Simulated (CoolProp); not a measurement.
The fluid at 378.75 K and 0.741 MPa flows at 0.1 m/s in a round tube of 50 mm bore and 15 µm roughness, fully developed (64/Re and Nu = 3.66 if laminar; Colebrook and Gnielinski if turbulent). The same conditions are run with several fluids, on thermodynamics alone (safety and materials aside).

The numbers come from the reference Helmholtz-energy equation of state of each fluid (R134a: Tillner-Roth 1994; R236FA: Pan 2012; ammonia: Gao 2020; normal hydrogen: Leachman 2009) in CoolProp.

### Question
Rank R134a, R236FA, ammonia, normal hydrogen by Reynolds number, highest first.

### Answer
R236FA (14200), R134a (8540), ammonia (1580), normal hydrogen (225)

| fluid | Darcy friction factor | pressure drop (Pa/m) | heat-transfer coefficient (W/(m² K)) | mass flow (kg/h) |
|---|---|---|---|---|
| R134a | 0.0326 | 0.0838 | 10.9 | 18.1 |
| R236FA | 0.0288 | 0.115 | 16.0 | 28.3 |
| ammonia | 0.0405 | 0.0168 | 2.55 | 2.93 |
| normal hydrogen | 0.285 | 0.0134 | 16.3 | 0.334 |

Transport values come from each fluid's own correlations; those of R134a, R236FA are estimates that may be off by 10 % or more.
